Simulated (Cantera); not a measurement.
A perfectly stirred reactor is fed with 4.79 % C3H8, 20.0 % O2, 75.2 % N2, equivalence ratio 1.2, at 1.01 bar; it is adiabatic with a 448 K inlet, and is followed from long to short residence time, starting on the burning branch (τ in s: 0.021, 0.0098, 0.0046, 0.0021, 0.00098, 0.00046, 0.00021, 9.9e-05, 4.6e-05).

Computed with Cantera and GRI-Mech 3.0 (53 species, 325 reactions). GRI-Mech 3.0 was tuned for natural gas; its chemistry of propane as a main component is partial and can be far from experiment.

Task: Predict: blow-out, bracketed by the residence times tried; x(C3H8) at τ = 21.0 ms; x(O2) at τ = 21.0 ms; x(NO) at τ = 21.0 ms; x(CO2) at τ = 21.0 ms; x(CO) at τ = 21.0 ms; x(C3H8) at τ = 0.980 ms; x(O2) at τ = 0.980 ms; x(NO) at τ = 0.980 ms; x(CO2) at τ = 0.980 ms; x(CO) at τ = 0.980 ms.

Result: 
```
Property                                                                       Value
------------------------------------------------  ----------------------------------
blow-out, bracketed by the residence times tried  burning at 99.0 µs, out at 46.0 µs
x(C3H8) at τ = 21.0 ms                                                       6.03e-7
x(O2) at τ = 21.0 ms                                                         0.00140
x(NO) at τ = 21.0 ms                                                        0.000581
x(CO2) at τ = 21.0 ms                                                         0.0754
x(CO) at τ = 21.0 ms                                                          0.0560
x(C3H8) at τ = 0.980 ms                                                      7.65e-6
x(O2) at τ = 0.980 ms                                                        0.00567
x(NO) at τ = 0.980 ms                                                       0.000319
x(CO2) at τ = 0.980 ms                                                        0.0697
x(CO) at τ = 0.980 ms                                                         0.0603
```
